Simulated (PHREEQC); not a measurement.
Dissolve 0.016 mol HF, 0.0017 mol KF and 1.9e-05 mol H4SiO4 per kg of water at 45 °C. Closed to the air; pH follows from the charge balance.

Computed with PHREEQC (ion-association model, phreeqc.dat).

This is a speciation only: nothing precipitates in the calculation.

Problem. Predict the pH, ionic strength.

Solution. pH 2.72; ionic strength 0.00377 mol/kgw.

Problem. In which forms is F present?

Solution. HF 77 %, F- 20 %, HF2- 2.3 %, SiF6-2 0.6 % of the F.

Complexes and solids missing from the database can't appear. Constants without temperature data keep their 25 °C values here. SiF6-2 is the database's only silicon fluoride.
